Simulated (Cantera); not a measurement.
A freely propagating, adiabatic, planar premixed flame of H2 : O2 : N2 : H2O = 1 : 0.25 : 0.94 : 0.64 (molar parts), equivalence ratio 2.0, unburnt at 473 K and 8.09 atm; mixture-averaged transport, grid criteria slope 0.08 and curve 0.16, no radiation.

Cantera simulation using the H2/O2 subset of GRI-Mech 3.0, which has no nitrogen chemistry; the numbers are that mechanism's predictions, not measurements. The hydrogen kinetics of GRI-Mech 3.0 are dated; newer H2 mechanisms differ, most at raised pressure. Burning velocities carry a grid error of a few per cent, more on coarse grids.

Predict: laminar burning velocity; thermal thickness; peak x(H2O2); peak x(H); peak x(O).


```json
{
 "laminar_burning_velocity": "103 cm/s",
 "thermal_thickness": "0.0535 mm",
 "peak x(H2O2)": "0.000446",
 "peak x(H)": "0.00491",
 "peak x(O)": "0.000132"
}
```
